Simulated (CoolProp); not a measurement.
n-decane at 445.81 K and 15.6 MPa is throttled through a valve to 7.9 MPa with no heat exchange. Each further row changes one setting.

The numbers come from the reference Helmholtz-energy equation of state, Lemmon 2006 in CoolProp. It is a short technical equation, of lower accuracy than the large ones.

```
case                      temperature change (K)  final density (kg/m³)
------------------------  ----------------------  ---------------------
as stated                             (withheld)             (withheld)
outlet pressure 2.37 MPa              (withheld)             (withheld)
outlet pressure 10.3 MPa              (withheld)             (withheld)
```

Q: Complete the blanks.

A: 
- as stated, temperature change (K): +2.1
- as stated, final density (kg/m³): 620
- outlet pressure 2.37 MPa, temperature change (K): +3.3
- outlet pressure 2.37 MPa, final density (kg/m³): 607
- outlet pressure 10.3 MPa, temperature change (K): +1.5
- outlet pressure 10.3 MPa, final density (kg/m³): 624
